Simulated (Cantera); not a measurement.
## Iron carbonyl, mercury and lead vapours: Fe(CO)5 + N2 + H2

Charge: 1 mol Fe(CO)5, a varied amount of N2, 0.32 mol H2, held at 1098 K and 620 Pa.

Equilibrium computed with Cantera from the NASA thermochemical tables; the gas is ideal and each condensed phase is pure. Candidate condensed phases: C, C6H6, C7H8, C8H18, Fe, Fe(CO)5, FeO, Fe(OH)2, Fe(OH)3, Fe2O3, Fe3O4, H2O; 140 gas species. Condensed phases not in the tables: cementite and carbon dissolved in iron. Rates play no part.

```csv
n(N2) (mol),x CO,x N2,x H2,x CO2,x H2O,x HCN,n C(graphite),n Fe(α)
0.2,0.905,0.0362,0.0580,0.000464,2.99e-5,9.92e-7,0.00271,1.00
0.37,0.878,0.0651,0.0562,0.000437,2.81e-5,1.31e-6,0.00263,1.00
0.68,0.833,0.113,0.0533,0.000393,2.53e-5,1.68e-6,0.00249,1.00
1.2,0.766,0.184,0.0491,0.000333,2.14e-5,2.06e-6,0.00229,1.00
2.3,0.656,0.302,0.0420,0.000243,1.57e-5,2.44e-6,0.00195,1.00
4.2,0.525,0.441,0.0336,0.000156,1.01e-5,2.64e-6,0.00155,1.00
7.8,0.381,0.595,0.0244,8.21e-5,5.29e-6,2.61e-6,0.00111,1.00
14,0.259,0.725,0.0166,3.79e-5,2.44e-6,2.37e-6,0.000732,1.00
26,0.160,0.830,0.0102,1.44e-5,9.29e-7,1.99e-6,0,1.00
49,0.0920,0.902,0.00589,4.79e-6,3.09e-7,1.58e-6,0,1.00
```
x: gas mole fraction; n: condensed amount in mol.

From 0.2 mol N2 to 14 mol N2 the condensed part is C(graphite) + Fe(α). From 26 mol N2 to 49 mol N2 the condensed part is Fe(α).
